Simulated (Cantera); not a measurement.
What does this Cantera script print?

```python
import numpy as np
import cantera as ct

gas_names = """
    C CO CO2 C2 C2O C3 C3O2 C4 C5 K KO K2 O O2 O3
""".split()
cond_names = """
    C(gr) K(cr) K(L) KO2(s) K2CO3(s) K2CO3(L) K2O(s) K2O2(s)
""".split()


def load(file, names, dense=False):
    # The tables refer to 1 bar. Condensed volumes are neglected.
    table = {s.name: s for s in ct.Species.list_from_file(file)}
    out = []
    for n in names:
        d = dict(table[n].input_data)
        d["thermo"] = dict(d["thermo"], **{"reference-pressure": 1e5})
        if dense:
            d["equation-of-state"] = {"model": "constant-volume", "density": "1e6 g/cm^3"}
        out.append(ct.Species.from_dict(d))
    return out


gas = ct.Solution(thermo="ideal-gas", species=load("nasa_gas.yaml", gas_names))
cond = {s.name: ct.Solution(thermo="fixed-stoichiometry", species=[s], name=s.name)
        for s in load("nasa_condensed.yaml", cond_names, dense=True)}
atoms = {
    'K2CO3': {'K': 2, 'C': 1, 'O': 3},
    'O2': {'O': 2},
}
top_T = {'C(gr)': 4500, 'KO2(s)': 780, 'K2O(s)': 1000, 'K2O2(s)': 760}  # K; cautious upper limits of use, not melting points


def equilibrate(T, P, feed):
    n = {}
    for name, mol in feed.items():
        for a, k in atoms[name].items():
            n[a] = n.get(a, 0.0) + k * mol
    gas.TPX = T, P, n
    mass = sum(n.values()) * gas.mean_molecular_weight
    gas.equilibrate("TP")
    valid = [c for c in cond.values() if c.min_temp <= T <= top_T.get(c.name, c.max_temp)]
    mix = ct.Mixture([(gas, mass / gas.mean_molecular_weight)] + [(c, 0.0) for c in valid])
    mix.T, mix.P = T, P
    mix.equilibrate("TP", solver="vcs", rtol=1e-11, max_steps=5000)
    return mix


results = []
feed = {'K2CO3': 1, 'O2': 6.5}  # mol
T = 1225  # K
P = 10000  # Pa
mix = equilibrate(T, P, feed)
results.append((T, P, feed, dict(zip(mix.species_names, mix.species_moles))))
x = sorted(zip(gas.X, gas.species_names), reverse=True)
print(f"T = {T:g} K  P = {P:g} Pa  gas = {mix.phase_moles(0):.4g} mol")
print("   x: " + "  ".join(f"{s} {v:.3e}" for v, s in x if v > 0.001))
print("   condensed (mol): " + ("  ".join(f"{mix.phase(i).name} {mix.phase_moles(i):.4g}"
      for i in range(1, mix.n_phases) if mix.phase_moles(i) > 1e-12) or "none"))
```

Output:

```
T = 1225 K  P = 10000 Pa  gas = 6.501 mol
   x: O2 9.999e-01
   condensed (mol): K2CO3(L) 0.9997
```

Equilibrium computed with Cantera from the NASA thermochemical tables; the gas is ideal and each condensed phase is pure.
